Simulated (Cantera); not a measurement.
Cantera run, input and output.

```python
import numpy as np
import cantera as ct

gas = ct.Solution("gri30.yaml")
gas.TPX = 1150, 160000, {'CO': 0.021, 'O2': 0.0023, 'H2O': 0.0029, 'N2': 1}
reactor = ct.IdealGasConstPressureReactor(gas, energy="off", clone=False)
net = ct.ReactorNet([reactor])
net.rtol, net.atol = 1e-08, 1e-18
show = ['CO', 'O2', 'H2O', 'NO', 'H2O2']
times = np.geomspace(3e-06, 2, 11)

steps = ct.SolutionArray(gas, extra=["t"])
rows = []
print(f"{'t/s':>10s}{'T/K':>9s}{'P/Pa':>11s}" + "".join(f"{s:>11s}" for s in show))
for t in times:
    while net.time < t:
        t_next = net.step()
        steps.append(gas.state, t=t_next)
    rows.append([np.interp(t, steps.t, y) for y in (steps.T, steps.P, *steps(*show).X.T)])
    print(f"{t:10.3e}{rows[-1][0]:9.1f}{rows[-1][1]:11.4g}" + "".join(f"{x:11.3e}" for x in rows[-1][2:]))
rate = np.gradient(steps.T, steps.t)
print("integrator steps:", len(steps.t))
if steps.T.max() > steps.T[0] + 200:
    print(f"time of steepest temperature rise: {steps.t[rate.argmax()]:.4e} s")
gas.TPX = 1150, 160000, {'CO': 0.021, 'O2': 0.0023, 'H2O': 0.0029, 'N2': 1}
gas.equilibrate("TP")
print(f"equilibrium (TP): T = {gas.T:.1f} K  " + "  ".join(f"{s} {gas[s].X[0]:.3e}" for s in show))
```

It prints:

```
       t/s      T/K       P/Pa         CO         O2        H2O         NO       H2O2
 3.000e-06   1150.0    1.6e+05  2.046e-02  2.241e-03  2.826e-03  5.681e-23  2.011e-21
 1.147e-05   1150.0    1.6e+05  2.046e-02  2.241e-03  2.826e-03  8.725e-22  2.920e-20
 4.384e-05   1150.0    1.6e+05  2.046e-02  2.241e-03  2.826e-03  1.467e-20  5.297e-19
 1.676e-04   1150.0    1.6e+05  2.046e-02  2.241e-03  2.826e-03  2.628e-19  4.010e-17
 6.407e-04   1150.0    1.6e+05  2.046e-02  2.241e-03  2.826e-03  4.231e-18  4.540e-15
 2.449e-03   1150.0    1.6e+05  2.046e-02  2.241e-03  2.826e-03  1.231e-16  3.463e-13
 9.364e-03   1150.0    1.6e+05  2.038e-02  2.198e-03  2.816e-03  1.267e-10  1.165e-08
 3.580e-02   1150.0    1.6e+05  1.492e-02  1.291e-07  1.739e-03  3.876e-07  1.644e-11
 1.369e-01   1150.0    1.6e+05  1.470e-02  8.763e-10  1.516e-03  3.583e-07  4.816e-13
 5.232e-01   1150.0    1.6e+05  1.459e-02  2.346e-11  1.400e-03  2.737e-07  2.264e-14
 2.000e+00   1150.0    1.6e+05  1.450e-02  9.303e-13  1.320e-03  1.564e-07  1.253e-15
integrator steps: 1846
equilibrium (TP): T = 1150.0 K  CO 1.417e-02  O2 3.309e-18  H2O 9.836e-04  NO 5.834e-13  H2O2 3.399e-20
```

Computed with Cantera and GRI-Mech 3.0 (53 species, 325 reactions).
